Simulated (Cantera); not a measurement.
Source: NASA polynomial tables (part measured, part estimated), evaluated in Cantera. Values are per mole of reaction as written; species without (g) are pure solids or liquids, kept so even where they would boil at 1 bar.

Q: Between 300 and 600 K, where is each reaction favourable under standard conditions?
- 10 N2O(g) + P4(g) ⇌ 10 N2(g) + P4O10

A: 
- 10 N2O(g) + P4(g) ⇌ 10 N2(g) + P4O10: ΔG° is -3784 kJ at 300 K and -3690 kJ at 600 K; it stays negative (K > 1). ΔH° is -3867 kJ and ΔS° -296 J/K at 600 K.
